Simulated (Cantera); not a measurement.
A freely propagating, adiabatic, planar premixed flame of CO : H₂ : CH₄ : O₂ : N₂ : CO₂ = 1 : 0.88 : 0.59 : 2.3 : 8.66 : 1.7 (molar parts), equivalence ratio 0.92, unburnt at 323 K and 290000 Pa; mixture-averaged transport, grid criteria slope 0.08 and curve 0.16, no radiation.

Model: GRI-Mech 3.0 (53 species, 325 reactions), integrated in Cantera. Burning velocities carry a grid error of a few per cent, more on coarse grids.

x: mole fraction of selected species; z is measured from the peak of heat release.

```
z (mm)        T (K)  u (m/s)     x CO      x H₂     x CH₄  x CH₂CO    x CH₂O    x HCN
-------  ----------  -------  -------  --------  --------  -------  --------  -------
-0.740          323    0.227   0.0662    0.0568    0.0390    <1e-8     <1e-8    <1e-8
-0.493          325    0.227   0.0664    0.0536    0.0391    <1e-8   1.94e-7    <1e-8
-0.370          333    0.232   0.0666    0.0490    0.0391    <1e-8   1.95e-6    <1e-8
-0.247   (withheld)    0.269   0.0667    0.0397    0.0377  1.50e-7   2.63e-5    <1e-8
-0.123   (withheld)    0.506   0.0641    0.0245    0.0272  2.87e-6  0.000323  3.13e-8
-0.0617  (withheld)    0.764   0.0602    0.0167    0.0152  9.53e-6  0.000510  7.79e-8
0        (withheld)     1.02   0.0523   0.00956   0.00314  1.16e-5  0.000225  1.49e-7
0.0617         1680     1.13   0.0380   0.00492  0.000128  8.90e-7   1.73e-5  1.06e-7
0.123          1766     1.19   0.0281   0.00355   3.09e-6  2.30e-8   5.30e-7  3.31e-8
0.247          1855     1.24   0.0191   0.00260     <1e-8    <1e-8     <1e-8    <1e-8
0.493          1926     1.28   0.0122   0.00164     <1e-8    <1e-8     <1e-8    <1e-8
0.987          1974     1.31  0.00710  0.000925     <1e-8    <1e-8     <1e-8    <1e-8
1.97           2002     1.32  0.00386  0.000499     <1e-8    <1e-8     <1e-8    <1e-8
```

**Question.** Some entries are withheld; supply them.

**Answer.** 
- -0.247, T (K): 388
- -0.123, T (K): 736
- -0.0617, T (K): 1115
- 0, T (K): 1496
